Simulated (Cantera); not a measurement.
Cantera run:

```python
import numpy as np
import cantera as ct

gas_names = """
    H H2 N NH NH2 NH3 N2 N2H2 N2H4 Pb Pb2
""".split()
cond_names = """
    Pb(cr) Pb(L)
""".split()


# ... load() reads the species with a 1 bar reference pressure and builds the phases ...
atoms = {
    'Pb': {'Pb': 1},
    'H2': {'H': 2},
    'N2': {'N': 2},
}
top_T = {}  # K; cautious upper limits of use, not melting points


# ... equilibrate(T, P, feed) seeds the gas with the atoms and calls Mixture.equilibrate('TP', solver="vcs", rtol=1e-11, max_steps=5000) ...
results = []
feed = {'Pb': 1, 'H2': 0.94, 'N2': 1}  # mol
T = 1525  # K
for P in [10, 42, 180, 750, 3200, 13000, 56000, 240000, 1000000]:
    mix = equilibrate(T, P, feed)
    results.append((T, P, feed, dict(zip(mix.species_names, mix.species_moles))))
    x = sorted(zip(gas.X, gas.species_names), reverse=True)
    print(f"T = {T:g} K  P = {P:g} Pa  gas = {mix.phase_moles(0):.4g} mol")
    print("   x: " + "  ".join(f"{s} {v:.3e}" for v, s in x if v > 0.001))
    print("   condensed (mol): " + ("  ".join(f"{mix.phase(i).name} {mix.phase_moles(i):.4g}"
          for i in range(1, mix.n_phases) if mix.phase_moles(i) > 1e-12) or "none"))
```

It prints:

```
T = 1525 K  P = 10 Pa  gas = 2.942 mol
   x: N2 3.399e-01  Pb 3.399e-01  H2 3.188e-01  H 1.336e-03
   condensed (mol): none
T = 1525 K  P = 42 Pa  gas = 2.941 mol
   x: N2 3.400e-01  Pb 3.400e-01  H2 3.193e-01
   condensed (mol): none
T = 1525 K  P = 180 Pa  gas = 2.94 mol
   x: N2 3.401e-01  Pb 3.401e-01  H2 3.195e-01
   condensed (mol): none
T = 1525 K  P = 750 Pa  gas = 2.94 mol
   x: N2 3.401e-01  Pb 3.401e-01  H2 3.196e-01
   condensed (mol): none
T = 1525 K  P = 3200 Pa  gas = 2.94 mol
   x: N2 3.401e-01  Pb 3.400e-01  H2 3.197e-01
   condensed (mol): none
T = 1525 K  P = 13000 Pa  gas = 2.551 mol
   x: N2 3.920e-01  H2 3.684e-01  Pb 2.394e-01
   condensed (mol): Pb(L) 0.3885
T = 1525 K  P = 56000 Pa  gas = 2.054 mol
   x: N2 4.868e-01  H2 4.576e-01  Pb 5.558e-02
   condensed (mol): Pb(L) 0.8857
T = 1525 K  P = 240000 Pa  gas = 1.965 mol
   x: N2 5.088e-01  H2 4.782e-01  Pb 1.297e-02
   condensed (mol): Pb(L) 0.9745
T = 1525 K  P = 1e+06 Pa  gas = 1.946 mol
   x: N2 5.139e-01  H2 4.829e-01  Pb 3.113e-03
   condensed (mol): Pb(L) 0.9939
```

Equilibrium computed with Cantera from the NASA thermochemical tables; the gas is ideal and each condensed phase is pure.
